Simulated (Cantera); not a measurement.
What does this Cantera script print?

```python
import numpy as np
import cantera as ct

gas = ct.Solution("SiF4_NH3_mec.yaml", "gas")
gas.TPX = 2123, 2600, {'NH3': 1, 'H2': 21}
reactor = ct.IdealGasConstPressureReactor(gas, energy="off", clone=False)
net = ct.ReactorNet([reactor])
net.rtol, net.atol = 1e-08, 1e-18
show = ['NH3', 'H2', 'N2H2', 'H', 'N2H4', 'N']
times = np.geomspace(5e-05, 100, 13)

steps = ct.SolutionArray(gas, extra=["t"])
rows = []
print(f"{'t/s':>10s}{'T/K':>9s}{'P/Pa':>11s}" + "".join(f"{s:>11s}" for s in show))
for t in times:
    while net.time < t:
        t_next = net.step()
        steps.append(gas.state, t=t_next)
    rows.append([np.interp(t, steps.t, y) for y in (steps.T, steps.P, *steps(*show).X.T)])
    print(f"{t:10.3e}{rows[-1][0]:9.1f}{rows[-1][1]:11.4g}" + "".join(f"{x:11.3e}" for x in rows[-1][2:]))
rate = np.gradient(steps.T, steps.t)
print("integrator steps:", len(steps.t))
if steps.T.max() > steps.T[0] + 200:
    print(f"time of steepest temperature rise: {steps.t[rate.argmax()]:.4e} s")
gas.TPX = 2123, 2600, {'NH3': 1, 'H2': 21}
gas.equilibrate("TP")
print(f"equilibrium (TP): T = {gas.T:.1f} K  " + "  ".join(f"{s} {gas[s].X[0]:.3e}" for s in show))
```

It prints:

```
       t/s      T/K       P/Pa        NH3         H2       N2H2          H       N2H4          N
 5.000e-05   2123.0       2600  4.545e-02  9.545e-01  3.390e-13  4.573e-06  2.787e-15  2.128e-14
 1.675e-04   2123.0       2600  4.545e-02  9.545e-01  3.977e-12  1.559e-05  2.620e-14  1.084e-12
 5.612e-04   2123.0       2600  4.545e-02  9.545e-01  4.946e-11  5.246e-05  2.779e-13  4.475e-11
 1.880e-03   2123.0       2600  4.542e-02  9.544e-01  7.150e-10  1.758e-04  3.059e-12  1.725e-09
 6.300e-03   2123.0       2600  4.535e-02  9.540e-01  1.346e-08  5.850e-04  3.352e-11  6.341e-08
 2.111e-02   2123.0       2600  4.476e-02  9.531e-01  2.176e-07  1.685e-03  2.702e-10  1.476e-06
 7.071e-02   2123.0       2600  3.961e-02  9.553e-01  3.545e-07  2.215e-03  3.632e-10  2.930e-06
 2.369e-01   2123.0       2600  2.524e-02  9.624e-01  2.219e-07  2.619e-03  2.029e-10  3.040e-06
 7.937e-01   2123.0       2600  4.132e-03  9.709e-01  3.752e-08  5.215e-03  2.112e-11  3.890e-06
 2.659e+00   2123.0       2600  9.713e-06  9.580e-01  7.187e-12  2.049e-02  1.813e-15  5.834e-07
 8.909e+00   2123.0       2600  9.085e-07  9.566e-01  7.712e-14  2.190e-02  1.815e-17  6.696e-08
 2.985e+01   2123.0       2600  2.269e-07  9.566e-01  7.623e-15  2.190e-02  1.134e-18  1.673e-08
 1.000e+02   2123.0       2600  8.027e-08  9.566e-01  3.577e-15  2.190e-02  1.440e-19  5.917e-09
integrator steps: 1579
equilibrium (TP): T = 2123.0 K  NH3 5.904e-08  H2 9.566e-01  N2H2 3.311e-15  H 2.190e-02  N2H4 7.895e-20  N 4.352e-09
```

Computed with Cantera and the gas-phase N/H chemistry of the illustrative SiF4/NH3 mechanism in the Surface Chemkin manual (1991). Walls and surfaces, which speed up NH3 decomposition in real reactors, are not modelled.
